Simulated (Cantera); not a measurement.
A Cantera script and what it prints.

```python
import numpy as np
import cantera as ct

gas_names = """
    F F2 N NF NF2 NF3 N2 Si SiF SiF2 SiF3 SiF4 SiN Si2 Si2N Si3
""".split()
cond_names = """
    Si(cr) Si(L) Si3N4(a)
""".split()


# ... load() reads the species with a 1 bar reference pressure and builds the phases ...
atoms = {
    'Si3N4': {'Si': 3, 'N': 4},
    'NF3': {'N': 1, 'F': 3},
    'N2': {'N': 2},
}
top_T = {'Si3N4(a)': 2400}  # K; cautious upper limits of use, not melting points


# ... equilibrate(T, P, feed) seeds the gas with the atoms and calls Mixture.equilibrate('TP', solver="vcs", rtol=1e-11, max_steps=5000) ...
results = []
T = 825  # K
P = 35  # Pa
for m in [0.74, 0.94, 1.2, 1.6, 2, 2.5, 3.3, 4.2, 5.4, 6.9, 8.8]:
    feed = {'Si3N4': 1, 'NF3': m, 'N2': 27}  # mol
    mix = equilibrate(T, P, feed)
    results.append((T, P, feed, dict(zip(mix.species_names, mix.species_moles))))

top = {s: max(r[3][s] / sum(r[3][g] for g in gas_names) for r in results) for s in gas_names}
cols = sorted((s for s in top if top[s] > 1e-06), key=lambda s: -top[s])[:8]
seen = [c for c in cond_names if any(r[3].get(c, 0) > 1e-12 for r in results)]
print("log10 of partial pressures in bar; condensed amounts in mol")
print(f"{'n(NF3)':>10s}" + "".join(f"{s[:9]:>10s}" for s in cols + seen))
for T, P, feed, n in results:
    ng = sum(n[g] for g in gas_names)
    print(f"{feed['NF3']:10.4g}" + "".join(f"{np.log10(max(n[s] / ng * P / 1e5, 1e-99)):10.3f}" for s in cols)
          + "".join(f"{n.get(c, 0):10.4g}" for c in seen))
```

Output:

```
log10 of partial pressures in bar; condensed amounts in mol
    n(NF3)        N2         F      SiF4        F2       NF3  Si3N4(a)
      0.74    -3.465   -24.990    -5.163   -46.143   -69.899     0.815
      0.94    -3.467   -24.966    -5.065   -46.095   -69.827     0.765
       1.2    -3.470   -24.941    -4.966   -46.046   -69.756       0.7
       1.6    -3.474   -24.913    -4.851   -45.990   -69.674       0.6
         2    -3.478   -24.892    -4.764   -45.948   -69.613       0.5
       2.5    -3.483   -24.872    -4.680   -45.908   -69.554     0.375
       3.3    -3.490   -24.848    -4.578   -45.859   -69.485     0.175
       4.2    -3.503    -5.250    -4.519    -6.664   -10.699         0
       5.4    -3.538    -4.556    -4.562    -5.276    -8.635         0
       6.9    -3.573    -4.352    -4.607    -4.867    -8.039         0
       8.8    -3.610    -4.232    -4.656    -4.627    -7.697         0
```

These are equilibrium values from Cantera (NASA tables, ideal gas, pure condensed phases), not measurements of a reactor.
